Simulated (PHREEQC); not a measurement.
# Buffer

A solution holds 25 mmol/kgw NaHCO3, 130 mmol/kgw Na2SO4 and 14 mmol/kgw LiCl, at 55 °C. Closed to the air; pH follows from the charge balance.

Model: ion-association model, wateq4f.dat, run in PHREEQC.

No solid was allowed to form.

Question: Estimate the pH, activity of water, ionic strength.

Answer: pH 7.53; activity of water 0.993; ionic strength 0.361 mol/kgw.

Question: In which forms is S present?

Answer: SO4-2 75 %, NaSO4- 24 %, LiSO4- 0.9 % of the S.

Constants without temperature data keep their 25 °C values here.
